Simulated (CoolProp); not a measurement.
Model: reference Helmholtz-energy equation of state, Lemmon 2005, in CoolProp. It is a short technical equation, of lower accuracy than the large ones.

Problem. For 1-butene, give the phase and the density (kg/m³), speed of sound (m/s), Joule-Thomson coefficient (K/MPa), expansivity (1/kK) at 109.75 °C and 1 MPa.

Solution. 
- 109.75 °C and 1 MPa: gas; density 20.2, speed of sound 221, Joule-Thomson coefficient 13.7, expansivity 4.09
